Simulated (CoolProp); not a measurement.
A closed Brayton cycle with dry air: compressor inlet 305.15 K and 6.8 MPa, high pressure 20.1 MPa, turbine inlet 765 K, compressor efficiency 0.85, turbine efficiency 0.93, recuperator effectiveness 0.8 (on enthalpy, no pinch check). Each further row changes one setting.

Computed with CoolProp (reference Helmholtz-energy equation of state, Lemmon 2000). It is a pseudo-pure fit of the blend.

```json
[
 {"case": "as stated", "thermal efficiency (%)": "27.5", "net work (kJ/kg)": "65.8", "compressor to turbine work": "0.67", "compressor exit (K)": "437.0", "turbine exit (K)": "584.1"},
 {"case": "turbine inlet 715 K", "thermal efficiency (%)": "24.2", "net work (kJ/kg)": "52.5", "compressor to turbine work": "[?]", "compressor exit (K)": "437.0", "turbine exit (K)": "544.2"},
 {"case": "compressor inlet 315.15 K", "thermal efficiency (%)": "25.9", "net work (kJ/kg)": "60.9", "compressor to turbine work": "[?]", "compressor exit (K)": "[?]", "turbine exit (K)": "584.1"},
 {"case": "high pressure 17.1 MPa", "thermal efficiency (%)": "[?]", "net work (kJ/kg)": "[?]", "compressor to turbine work": "0.64", "compressor exit (K)": "414.7", "turbine exit (K)": "[?]"},
 {"case": "recuperator effectiveness 0.5", "thermal efficiency (%)": "[?]", "net work (kJ/kg)": "65.8", "compressor to turbine work": "0.67", "compressor exit (K)": "437.0", "turbine exit (K)": "584.1"}
]
```

**Question.** Fill in the missing entries.

**Answer.** 
- turbine inlet 715 K, compressor to turbine work: 0.72
- compressor inlet 315.15 K, compressor to turbine work: 0.70
- compressor inlet 315.15 K, compressor exit (K): 451.1
- high pressure 17.1 MPa, thermal efficiency (%): 28.2
- high pressure 17.1 MPa, net work (kJ/kg): 62.5
- high pressure 17.1 MPa, turbine exit (K): 608.4
- recuperator effectiveness 0.5, thermal efficiency (%): 23.0
